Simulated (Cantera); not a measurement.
What does this Cantera script print?

```python
import numpy as np
import cantera as ct

gas_names = """
    F F2 N NF NF2 NF3 N2 Si SiF SiF2 SiF3 SiF4 SiN Si2 Si2N Si3
""".split()
cond_names = """
    Si(cr) Si(L) Si3N4(a)
""".split()


def load(file, names, dense=False):
    # The tables refer to 1 bar. Condensed volumes are neglected.
    table = {s.name: s for s in ct.Species.list_from_file(file)}
    out = []
    for n in names:
        d = dict(table[n].input_data)
        d["thermo"] = dict(d["thermo"], **{"reference-pressure": 1e5})
        if dense:
            d["equation-of-state"] = {"model": "constant-volume", "density": "1e6 g/cm^3"}
        out.append(ct.Species.from_dict(d))
    return out


gas = ct.Solution(thermo="ideal-gas", species=load("nasa_gas.yaml", gas_names))
cond = {s.name: ct.Solution(thermo="fixed-stoichiometry", species=[s], name=s.name)
        for s in load("nasa_condensed.yaml", cond_names, dense=True)}
atoms = {
    'Si': {'Si': 1},
    'NF3': {'N': 1, 'F': 3},
    'N2': {'N': 2},
}
top_T = {'Si3N4(a)': 2400}  # K; cautious upper limits of use, not melting points


def equilibrate(T, P, feed):
    n = {}
    for name, mol in feed.items():
        for a, k in atoms[name].items():
            n[a] = n.get(a, 0.0) + k * mol
    gas.TPX = T, P, n
    mass = sum(n.values()) * gas.mean_molecular_weight
    gas.equilibrate("TP")
    valid = [c for c in cond.values() if c.min_temp <= T <= top_T.get(c.name, c.max_temp)]
    mix = ct.Mixture([(gas, mass / gas.mean_molecular_weight)] + [(c, 0.0) for c in valid])
    mix.T, mix.P = T, P
    mix.equilibrate("TP", solver="vcs", rtol=1e-11, max_steps=5000)
    return mix


results = []
feed = {'Si': 1, 'NF3': 2.6, 'N2': 20}  # mol
P = 17000  # Pa
for T in [700, 800, 900, 1000, 1100, 1200, 1300, 1400, 1500]:
    mix = equilibrate(T, P, feed)
    results.append((T, P, feed, dict(zip(mix.species_names, mix.species_moles))))

top = {s: max(r[3][s] / sum(r[3][g] for g in gas_names) for r in results) for s in gas_names}
cols = sorted((s for s in top if top[s] > 0.001), key=lambda s: -top[s])[:9]
seen = [c for c in cond_names if any(r[3].get(c, 0) > 1e-12 for r in results)]
print("log10 of partial pressures in bar; condensed amounts in mol")
print(f"{'T/K':>10s}" + "".join(f"{s[:9]:>10s}" for s in cols + seen))
for T, P, feed, n in results:
    ng = sum(n[g] for g in gas_names)
    print(f"{T:10.4g}" + "".join(f"{np.log10(max(n[s] / ng * P / 1e5, 1e-99)):10.3f}" for s in cols)
          + "".join(f"{n.get(c, 0):10.4g}" for c in seen))
```

It prints:

```
log10 of partial pressures in bar; condensed amounts in mol
       T/K        N2         F        F2       NF3      SiF4
       700    -0.816    -4.243    -2.802    -2.083    -2.133
       800    -0.821    -3.165    -2.170    -2.359    -2.143
       900    -0.828    -2.480    -1.989    -3.036    -2.155
      1000    -0.836    -2.048    -2.079    -3.926    -2.165
      1100    -0.846    -1.788    -2.343    -4.938    -2.175
      1200    -0.853    -1.667    -2.757    -6.069    -2.182
      1300    -0.856    -1.626    -3.230    -7.205    -2.185
      1400    -0.857    -1.613    -3.683    -8.246    -2.186
      1500    -0.858    -1.609    -4.089    -9.168    -2.186
```

These are equilibrium values from Cantera (NASA tables, ideal gas, pure condensed phases), not measurements of a reactor.
